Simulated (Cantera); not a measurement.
An isothermal, constant-pressure homogeneous reactor starts with 6.67 % NH₃, 93.3 % H₂, at 2098 K and 100.0 Torr.

Computed with Cantera and the gas-phase N/H chemistry of the illustrative SiF4/NH3 mechanism in the Surface Chemkin manual (1991). Walls and surfaces, which speed up NH3 decomposition in real reactors, are not modelled.

x: mole fraction; the columns are a selection and need not sum to one.

| t (s) | x NH₃ | x H₂ | x NH | x N₂ | x NH₂ |
|---|---|---|---|---|---|
| 0.000200 | 0.0666 | 0.933 | 6.21e-8 | 6.72e-9 | … |
| 0.000690 | 0.0666 | 0.933 | 7.32e-7 | 7.33e-7 | … |
| 0.00238 | 0.0663 | 0.932 | 7.09e-6 | 6.14e-5 | … |
| 0.00820 | 0.0634 | 0.933 | 1.52e-5 | 0.00136 | … |
| 0.0283 | 0.0530 | 0.939 | 1.45e-5 | 0.00623 | … |
| 0.0975 | 0.0284 | 0.951 | 1.22e-5 | 0.0178 | … |
| 0.336 | 0.00198 | 0.962 | 5.60e-6 | 0.0302 | … |
| 1.16 | 4.92e-5 | 0.961 | 3.19e-7 | 0.0311 | … |
| 4.00 | 1.03e-5 | 0.961 | 6.66e-8 | 0.0311 | … |

**Question.** Some entries are withheld; supply them.

**Answer.** 
- 0.000200, x NH₂: 2.10e-5
- 0.000690, x NH₂: 7.16e-5
- 0.00238, x NH₂: 0.000223
- 0.00820, x NH₂: 0.000321
- 0.0283, x NH₂: 0.000286
- 0.0975, x NH₂: 0.000191
- 0.336, x NH₂: 3.40e-5
- 1.16, x NH₂: 1.28e-6
- 4.00, x NH₂: 2.67e-7
